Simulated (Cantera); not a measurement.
Gas mixture: CH3OH = 0.48 (molar parts), at 0.240 bar, frozen composition.

Cantera's kinetic-theory transport with the Lennard-Jones parameters of GRI-Mech 3.0, ideal gas; thermal conductivity in the multicomponent form. Polar gases are described roughly by these parameters. The composition is frozen, though it would react at the higher temperatures.

One state of this run: ρ (kg/m³) = 0.142; cp (J/kg/K) = 2212; μ (µPa s) = 21.3; λ (mW/m/K) = 62.7; Pr = 0.750; D (cm²/s) NO = 2.65; D (cm²/s) CH3 = 2.93; D (cm²/s) CH4 = 2.92. D: mixture-averaged diffusion coefficient of that species in the mixture.

### Question
Which value of T (K) does it belong to?
(A) 400
(B) 650
(C) 1650
(D) 900

### Answer
B, 650
